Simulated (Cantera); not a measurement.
Feed: 1 mol borazine, 2.7 mol O2, 0.19 mol H2, 1.3 mol NH3, equilibrated at 1400 K and 4.00 mbar.

Method: chemical equilibrium by Gibbs-energy minimisation in Cantera with the NASA 1993 tables (ideal gas, pure condensed phases). Candidate condensed phases: B, BN, B2O3, B3O3H3, H2O; 39 gas species. The feed counts by its element totals alone. Gases not in the tables: H3BO3. Kinetics and transport are ignored.

Base state: H2 0.568, N2 0.288, H2O 0.0975, HBO2 0.0461, B2O3 0.000601, HBO 7.54e-5, H 5.79e-5, (HBO2)3 1.17e-5 (mole fractions); condensed: B2O3(l).

Task: What changes in the equilibrium state with this change: temperature from 1400 K to 1000 K?

Result: 
```tsv
species	before	after
H2	0.568	0.582
N2	0.288	0.295
H2O	0.0975	0.123
HBO2	0.0461	0.000146
B2O3	0.000601	<1e-9
HBO	7.54e-5	3.47e-9
H	5.79e-5	2.74e-8
(HBO2)3	1.17e-5	7.62e-5
B2O3(l), mol	1.32	1.50
```

Task: What changes in the equilibrium state with this change: pressure from 4.00 mbar to 1.00 bar?

Result: 
```
species         before     after
------------  --------  --------
H2               0.568     0.581
N2               0.288     0.294
H2O             0.0975     0.121
HBO2            0.0461   0.00325
NH3            7.85e-8   2.05e-5
B2O3          0.000601   2.40e-6
(HBO2)3        1.17e-5  0.000256
HBO            7.54e-5   4.37e-6
B2O3(l), mol      1.32      1.49
```
